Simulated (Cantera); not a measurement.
Charge: 1 mol SiCl4, 4.3 mol NH3, 0.43 mol H2, 25 mol N2, at 1175 °C and 1.00 bar.

These are equilibrium values from Cantera (NASA tables, ideal gas, pure condensed phases), not measurements of a reactor. Candidate condensed phases: NH4Cl, Si, Si3N4; 28 gas species. The tables' values for SiCl3 are old estimates; treat these amounts as uncertain. Rates play no part.

Base state: N2 0.750, H2 0.140, HCl 0.109, SiCl4 0.000781, SiCl3 0.000208, SiCl2 0.000203, SiHCl3 8.62e-5 (mole fractions); condensed: Si3N4(s).

**Question.** What changes in the equilibrium state with this change: SiCl4 replaced by SiHCl3?

**Answer.** 
| species | before | after |
|---|---|---|
| N2 | 0.750 | 0.749 |
| H2 | 0.140 | 0.167 |
| HCl | 0.109 | 0.0835 |
| SiCl4 | 0.000781 | 0.000192 |
| SiCl3 | 0.000208 | 7.26e-5 |
| SiHCl3 | 8.62e-5 | 3.29e-5 |
| Si3N4(s), mol | 0.318 | 0.329 |

**Question.** What changes in the equilibrium state with this change: pressure from 1.00 bar to 10.0 mbar?

**Answer.** 
```tsv
species	before	after
N2	0.750	0.750
H2	0.140	0.142
HCl	0.109	0.103
SiCl2	0.000203	0.00389
H	3.45e-6	3.48e-5
Cl	2.18e-6	2.06e-5
SiCl4	0.000781	0.000133
SiHCl3	8.62e-5	1.57e-5
Si3N4(s), mol	0.318	0.281
```
